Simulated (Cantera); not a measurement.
Equilibrium for carbon deposition, reforming and gasification: C₂H₂ + NH₃ + N₂

Feed: 1 mol C₂H₂, 0.064 mol NH₃, 0.4 mol N₂, at 1.00 bar.

Equilibrium computed with Cantera from the NASA thermochemical tables; the gas is ideal and each condensed phase is pure. Candidate condensed phases: C, C₆H₆, C₇H₈, C₈H₁₈; 92 gas species. Kinetics and transport are ignored.

From 723 K to 2023 K the condensed part is C(graphite). The main C-bearing gas is CH₄ at 723 K and HCN at 2023 K.

```json
[
 {"T (K)": "723", "x H₂": "0.259", "x N₂": "0.384", "x CH₄": "0.357", "x HCN": "3.46e-9", "x H": "<1e-12", "x C₂H₂ (acetylene)": "<1e-12", "n C(graphite)": "1.60"},
 {"T (K)": "823", "x H₂": "0.462", "x N₂": "0.339", "x CH₄": "0.199", "x HCN": "6.50e-8", "x H": "4.98e-12", "x C₂H₂ (acetylene)": "1.54e-12", "n C(graphite)": "1.75"},
 {"T (K)": "923", "x H₂": "0.607", "x N₂": "0.307", "x CH₄": "0.0857", "x HCN": "5.88e-7", "x H": "1.91e-10", "x C₂H₂ (acetylene)": "7.23e-11", "n C(graphite)": "1.88"},
 {"T (K)": "1023", "x H₂": "0.674", "x N₂": "0.292", "x CH₄": "0.0340", "x HCN": "3.30e-6", "x H": "3.40e-9", "x C₂H₂ (acetylene)": "1.41e-9", "n C(graphite)": "1.95"},
 {"T (K)": "1123", "x H₂": "0.699", "x N₂": "0.287", "x CH₄": "0.0143", "x HCN": "1.34e-5", "x H": "3.56e-8", "x C₂H₂ (acetylene)": "1.54e-8", "n C(graphite)": "1.98"},
 {"T (K)": "1223", "x H₂": "0.709", "x N₂": "0.285", "x CH₄": "0.00669", "x HCN": "4.30e-5", "x H": "2.53e-7", "x C₂H₂ (acetylene)": "1.11e-7", "n C(graphite)": "1.99"},
 {"T (K)": "1323", "x H₂": "0.713", "x N₂": "0.284", "x CH₄": "0.00345", "x HCN": "0.000115", "x H": "1.34e-6", "x C₂H₂ (acetylene)": "5.88e-7", "n C(graphite)": "1.99"},
 {"T (K)": "1423", "x H₂": "0.715", "x N₂": "0.283", "x CH₄": "0.00194", "x HCN": "0.000268", "x H": "5.62e-6", "x C₂H₂ (acetylene)": "2.45e-6", "n C(graphite)": "2.00"},
 {"T (K)": "1523", "x H₂": "0.715", "x N₂": "0.283", "x CH₄": "0.00118", "x HCN": "0.000558", "x H": "1.95e-5", "x C₂H₂ (acetylene)": "8.45e-6", "n C(graphite)": "2.00"},
 {"T (K)": "1623", "x H₂": "0.716", "x N₂": "0.282", "x CH₄": "0.000759", "x HCN": "0.00106", "x H": "5.85e-5", "x C₂H₂ (acetylene)": "2.49e-5", "n C(graphite)": "2.00"},
 {"T (K)": "1723", "x H₂": "0.715", "x N₂": "0.282", "x CH₄": "0.000515", "x HCN": "0.00186", "x H": "0.000154", "x C₂H₂ (acetylene)": "6.47e-5", "n C(graphite)": "2.00"},
 {"T (K)": "1823", "x H₂": "0.715", "x N₂": "0.281", "x CH₄": "0.000364", "x HCN": "0.00307", "x H": "0.000366", "x C₂H₂ (acetylene)": "0.000151", "n C(graphite)": "1.99"},
 {"T (K)": "1923", "x H₂": "0.713", "x N₂": "0.280", "x CH₄": "0.000267", "x HCN": "0.00481", "x H": "0.000796", "x C₂H₂ (acetylene)": "0.000322", "n C(graphite)": "1.99"},
 {"T (K)": "2023", "x H₂": "0.711", "x N₂": "0.279", "x CH₄": "0.000202", "x HCN": "0.00718", "x H": "0.00160", "x C₂H₂ (acetylene)": "0.000635", "n C(graphite)": "1.99"}
]
```
x: gas mole fraction; n: condensed amount in mol.
